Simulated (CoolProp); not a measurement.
A closed Brayton cycle with nitrogen: compressor inlet 326.15 K and 3 MPa, high pressure 6.62 MPa, turbine inlet 790 K, compressor efficiency 0.85, turbine efficiency 0.85, recuperator effectiveness 0.9 (on enthalpy, no pinch check). Each further row changes one setting.

Computed with CoolProp (reference Helmholtz-energy equation of state, Span 2000).

| case | thermal efficiency (%) | net work (kJ/kg) | compressor to turbine work | compressor exit (K) | turbine exit (K) |
|---|---|---|---|---|---|
| as stated | 24.5 | 42.3 | 0.71 | 424.2 | 661.1 |
| turbine inlet 740 K | 20.8 | 33.1 | 0.76 | 424.2 | (withheld) |
| compressor inlet 336.15 K | (withheld) | 39.1 | 0.73 | 437.1 | 661.1 |
| high pressure 5.63 MPa | 25.3 | 38.1 | (withheld) | 402.3 | (withheld) |
| recuperator effectiveness 0.5 | 15.4 | 42.3 | 0.71 | 424.2 | 661.1 |

Question: What belongs in the gaps?

Answer: 
- turbine inlet 740 K, turbine exit (K): 618.0
- compressor inlet 336.15 K, thermal efficiency (%): 22.8
- high pressure 5.63 MPa, compressor to turbine work: 0.68
- high pressure 5.63 MPa, turbine exit (K): 685.6
